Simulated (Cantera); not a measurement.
A perfectly stirred reactor is fed with C2H6 : N2 = 1 : 81 (molar parts), at 0.000109 atm; it is held at 1400 K, and followed from long to short residence time.

Model: GRI-Mech 3.0 (53 species, 325 reactions), integrated in Cantera. GRI-Mech 3.0 stops at C3 and has no aromatics, soot or wall deposition, so with more carbon than oxygen in the feed, carbon stays in small species such as C2H2 where larger ones or solid carbon would form. Radical loss at walls, strong at low pressure, is not modelled.

Problem. What does this change do: temperature 1400 to 1498 K?

Solution. 
| quantity | before | after |
|---|---|---|
| x(C2H6) at τ = 7.40 s | 0.00119 | 0.000451 |
| x(H2) at τ = 7.40 s | 0.0126 | 0.0161 |
| x(CH3) at τ = 7.40 s | 0.00101 | 0.00109 |
| x(CH2) at τ = 7.40 s | 2.28e-6 | 5.02e-6 |
| x(C2H2) at τ = 7.40 s | 0.00535 | 0.00786 |
| x(C2H6) at τ = 0.240 s | 0.0109 | 0.00753 |
| x(H2) at τ = 0.240 s | 0.000687 | 0.00283 |
| x(CH3) at τ = 0.240 s | 0.000936 | 0.00280 |
| x(CH2) at τ = 0.240 s | 9.21e-7 | 5.86e-6 |
| x(C2H2) at τ = 0.240 s | 1.21e-5 | 0.000261 |

Problem. What does this change do: C2H6 1 to 10 parts?

Solution. 
```csv
quantity,before,after
x(C2H6) at τ = 7.40 s,0.00119,0.00579
x(H2) at τ = 7.40 s,0.0126,0.0900
x(CH3) at τ = 7.40 s,0.00101,0.00337
x(CH2) at τ = 7.40 s,2.28e-6,2.77e-6
x(C2H2) at τ = 7.40 s,0.00535,0.0465
x(C2H6) at τ = 0.240 s,0.0109,0.0800
x(H2) at τ = 0.240 s,0.000687,0.0169
x(CH3) at τ = 0.240 s,0.000936,0.00675
x(CH2) at τ = 0.240 s,9.21e-7,4.01e-6
x(C2H2) at τ = 0.240 s,1.21e-5,0.00115
```
